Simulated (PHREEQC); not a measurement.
Alkaline etch or developer (model solution)

A solution holds 20 mmol/kgw TMAH, 0.098 mmol/kgw K2SiO3 and 1.1 mmol/kgw Na2CO3, at 91 °C. Closed to the air; pH follows from the charge balance.

All values are PHREEQC results (ion-association model, phreeqc.dat), not measurements.

The pH is 10.62 and the ionic strength is 0.0229 mol/kgw. The total alkalinity comes out as 22.4 meq/kg.

```tsv
species	molality	activity	log γ
OH-	0.0202	0.0170	-0.075
(CH3)4N+	0.0200	0.0169	-0.074
Na+	0.00198	0.00168	-0.071
CO3-2	0.000732	0.000386	-0.278
NaCO3-	0.000218	0.000185	-0.073
K+	0.000196	0.000165	-0.075
HCO3-	0.000149	0.000127	-0.069
```

No solid was allowed to form. (CH3)4N+ isn't in the database: it is added as a free cation with an ion size of 4 Å. Away from 25 °C the constants follow the database's enthalpies or fits; those with neither stay at their 25 °C values.
